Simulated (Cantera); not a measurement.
An isothermal, constant-pressure homogeneous reactor starts with 23.9 % C2H6, 71.8 % N2, 4.31 % H2O, at 1150 K and 20.0 Torr.

Cantera simulation using GRI-Mech 3.0 (53 species, 325 reactions); the numbers are that mechanism's predictions, not measurements. GRI-Mech 3.0 stops at C3 and has no aromatics, soot or wall deposition, so with more carbon than oxygen in the feed, carbon stays in small species such as C2H2 where larger ones or solid carbon would form. Radical loss at walls, strong at low pressure, is not modelled.

Problem. Predict: x(C2H6) at 200 s; x(H2) at 200 s; x(C2H2) at 200 s.

Solution. 
- x(C2H6) at 200 s = 4.83e-5 (gas-phase equilibrium 2.15e-5)
- x(H2) at 200 s = 0.267 (gas-phase equilibrium 0.240)
- x(C2H2) at 200 s = 0.129 (gas-phase equilibrium 0.0683)
